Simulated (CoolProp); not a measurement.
Properties of octamethylcyclotetrasiloxane (D4) along the isotherm 620 K.

Computed with CoolProp (reference Helmholtz-energy equation of state, Thol 2015).

```json
[
 {"p (kPa)": "1040", "phase": "gas", "density (kg/m³)": "80.48", "cp (kJ/(kg K))": "2.167", "cv (kJ/(kg K))": "2.041", "expansivity (1/kK)": "4.716"},
 {"p (kPa)": "2070", "phase": "supercritical", "density (kg/m³)": "311.3", "cp (kJ/(kg K))": "3.063", "cv (kJ/(kg K))": "2.092", "expansivity (1/kK)": "22.57"},
 {"p (kPa)": "3110", "phase": "supercritical", "density (kg/m³)": "467.8", "cp (kJ/(kg K))": "2.502", "cv (kJ/(kg K))": "2.072", "expansivity (1/kK)": "6.821"},
 {"p (kPa)": "4150", "phase": "supercritical", "density (kg/m³)": "516.8", "cp (kJ/(kg K))": "2.385", "cv (kJ/(kg K))": "2.063", "expansivity (1/kK)": "4.223"},
 {"p (kPa)": "5180", "phase": "supercritical", "density (kg/m³)": "…", "cp (kJ/(kg K))": "2.337", "cv (kJ/(kg K))": "2.059", "expansivity (1/kK)": "3.246"},
 {"p (kPa)": "6220", "phase": "supercritical", "density (kg/m³)": "…", "cp (kJ/(kg K))": "2.309", "cv (kJ/(kg K))": "2.056", "expansivity (1/kK)": "2.710"},
 {"p (kPa)": "7250", "phase": "supercritical", "density (kg/m³)": "583.8", "cp (kJ/(kg K))": "2.292", "cv (kJ/(kg K))": "2.054", "expansivity (1/kK)": "2.369"},
 {"p (kPa)": "8290", "phase": "supercritical", "density (kg/m³)": "597.8", "cp (kJ/(kg K))": "2.279", "cv (kJ/(kg K))": "2.053", "expansivity (1/kK)": "2.127"},
 {"p (kPa)": "9330", "phase": "supercritical", "density (kg/m³)": "…", "cp (kJ/(kg K))": "2.269", "cv (kJ/(kg K))": "2.052", "expansivity (1/kK)": "1.945"},
 {"p (kPa)": "10400", "phase": "supercritical", "density (kg/m³)": "620.7", "cp (kJ/(kg K))": "2.262", "cv (kJ/(kg K))": "2.051", "expansivity (1/kK)": "1.799"},
 {"p (kPa)": "11400", "phase": "supercritical", "density (kg/m³)": "629.7", "cp (kJ/(kg K))": "2.256", "cv (kJ/(kg K))": "2.050", "expansivity (1/kK)": "1.689"},
 {"p (kPa)": "12400", "phase": "supercritical", "density (kg/m³)": "638.0", "cp (kJ/(kg K))": "2.251", "cv (kJ/(kg K))": "2.050", "expansivity (1/kK)": "1.597"},
 {"p (kPa)": "13500", "phase": "supercritical", "density (kg/m³)": "646.2", "cp (kJ/(kg K))": "2.247", "cv (kJ/(kg K))": "2.050", "expansivity (1/kK)": "1.512"}
]
```

**Question.** Fill in the missing entries.

**Answer.** 
- 5180, density (kg/m³): 545.9
- 6220, density (kg/m³): 567.2
- 9330, density (kg/m³): 609.9

The peak of cp marks the crossing from liquid-like to gas-like fluid above the critical point.
